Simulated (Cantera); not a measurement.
Cantera run:

```python
import numpy as np
import cantera as ct

gas_names = """
    Ca CaF CaF2 CaO CaOH CaO2H2 Ca2 F FO FO2 F2 F2O H HF HOF HO2 H2 H2F2 H2O H2O2 H3F3 H4F4 H5F5 H6F6
    H7F7 O OH O2 O3
""".split()
cond_names = """
    Ca(a) Ca(b) Ca(L) CaF2(a) CaF2(b) CaF2(L) CaO(s) CaO(L) CaO2H2(s) H2O(s) H2O(L)
""".split()


# ... load() reads the species with a 1 bar reference pressure and builds the phases ...
atoms = {
    'CaO': {'Ca': 1, 'O': 1},
    'F2': {'F': 2},
    'H2': {'H': 2},
}
top_T = {}  # K; cautious upper limits of use, not melting points


# ... equilibrate(T, P, feed) seeds the gas with the atoms and calls Mixture.equilibrate('TP', solver="gibbs", rtol=1e-10, max_steps=50000) ...
results = []
feed = {'CaO': 1, 'F2': 1, 'H2': 4.6}  # mol
for P in [1, 5.2, 27, 140, 720, 3700, 19000, 100000]:
    for T in [1350, 1400, 1450, 1500, 1550, 1600, 1650, 1700, 1750, 1800, 1850]:
        mix = equilibrate(T, P, feed)
        results.append((T, P, feed, dict(zip(mix.species_names, mix.species_moles))))

for T, P, feed, n in results:
    print(f"{T:7g} {P:10.4g}  " + (" + ".join(c for c in cond_names if n.get(c, 0) > 1e-12) or "gas only"))
```

It prints:

```
   1350          1  CaF2(a) + CaO(s)
   1400          1  CaO(s)
   1450          1  CaO(s)
   1500          1  CaO(s)
   1550          1  CaO(s)
   1600          1  CaO(s)
   1650          1  CaO(s)
   1700          1  CaO(s)
   1750          1  CaO(s)
   1800          1  CaO(s)
   1850          1  CaO(s)
   1350        5.2  CaF2(a) + CaO(s)
   1400        5.2  CaF2(a) + CaO(s)
   1450        5.2  CaF2(b) + CaO(s)
   1500        5.2  CaO(s)
   1550        5.2  CaO(s)
   1600        5.2  CaO(s)
   1650        5.2  CaO(s)
   1700        5.2  CaO(s)
   1750        5.2  CaO(s)
   1800        5.2  CaO(s)
   1850        5.2  CaO(s)
   1350         27  CaF2(a) + CaO(s)
   1400         27  CaF2(a) + CaO(s)
   1450         27  CaF2(b) + CaO(s)
   1500         27  CaF2(b) + CaO(s)
   1550         27  CaF2(b) + CaO(s)
   1600         27  CaO(s)
   1650         27  CaO(s)
   1700         27  CaO(s)
   1750         27  CaO(s)
   1800         27  CaO(s)
   1850         27  CaO(s)
   1350        140  CaF2(a) + CaO(s)
   1400        140  CaF2(a) + CaO(s)
   1450        140  CaF2(b) + CaO(s)
   1500        140  CaF2(b) + CaO(s)
   1550        140  CaF2(b) + CaO(s)
   1600        140  CaF2(b) + CaO(s)
   1650        140  CaF2(b) + CaO(s)
   1700        140  CaO(s)
   1750        140  CaO(s)
   1800        140  CaO(s)
   1850        140  CaO(s)
   1350        720  CaF2(a) + CaO(s)
   1400        720  CaF2(a) + CaO(s)
   1450        720  CaF2(b) + CaO(s)
   1500        720  CaF2(b) + CaO(s)
   1550        720  CaF2(b) + CaO(s)
   1600        720  CaF2(b) + CaO(s)
   1650        720  CaF2(b) + CaO(s)
   1700        720  CaF2(L) + CaO(s)
   1750        720  CaF2(L) + CaO(s)
   1800        720  CaF2(L) + CaO(s)
   1850        720  CaO(s)
   1350       3700  CaF2(a) + CaO(s)
   1400       3700  CaF2(a) + CaO(s)
   1450       3700  CaF2(b) + CaO(s)
   1500       3700  CaF2(b) + CaO(s)
   1550       3700  CaF2(b) + CaO(s)
   1600       3700  CaF2(b) + CaO(s)
   1650       3700  CaF2(b) + CaO(s)
   1700       3700  CaF2(L) + CaO(s)
   1750       3700  CaF2(L) + CaO(s)
   1800       3700  CaF2(L) + CaO(s)
   1850       3700  CaF2(L) + CaO(s)
   1350    1.9e+04  CaF2(a) + CaO(s)
   1400    1.9e+04  CaF2(a) + CaO(s)
   1450    1.9e+04  CaF2(b) + CaO(s)
   1500    1.9e+04  CaF2(b) + CaO(s)
   1550    1.9e+04  CaF2(b) + CaO(s)
   1600    1.9e+04  CaF2(b) + CaO(s)
   1650    1.9e+04  CaF2(b) + CaO(s)
   1700    1.9e+04  CaF2(L) + CaO(s)
   1750    1.9e+04  CaF2(L) + CaO(s)
   1800    1.9e+04  CaF2(L) + CaO(s)
   1850    1.9e+04  CaF2(L) + CaO(s)
   1350      1e+05  CaF2(a) + CaO(s)
   1400      1e+05  CaF2(a) + CaO(s)
   1450      1e+05  CaF2(b) + CaO(s)
   1500      1e+05  CaF2(b) + CaO(s)
   1550      1e+05  CaF2(b) + CaO(s)
   1600      1e+05  CaF2(b) + CaO(s)
   1650      1e+05  CaF2(b) + CaO(s)
   1700      1e+05  CaF2(L) + CaO(s)
   1750      1e+05  CaF2(L) + CaO(s)
   1800      1e+05  CaF2(L) + CaO(s)
   1850      1e+05  CaF2(L) + CaO(s)
```

These are equilibrium values from Cantera (NASA tables, ideal gas, pure condensed phases), not measurements of a reactor. Mutual solubility and eutectic melting of coexisting phases are not modelled.
